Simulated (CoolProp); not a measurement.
The numbers come from the reference Helmholtz-energy equation of state, Lemmon 2006 in CoolProp. It is a short technical equation, of lower accuracy than the large ones.

Q: Give the vapour pressure (MPa), vapour density (kg/m³), enthalpy of vaporisation (kJ/kg) of saturated toluene at 148.95, 185.25 °C.

A: 
```json
[
 {"T (°C)": "148.95", "p (MPa)": "0.269", "vapour density (kg/m³)": "7.67", "enthalpy of vaporisation (kJ/kg)": "334"},
 {"T (°C)": "185.25", "p (MPa)": "0.572", "vapour density (kg/m³)": "16.0", "enthalpy of vaporisation (kJ/kg)": "304"}
]
```
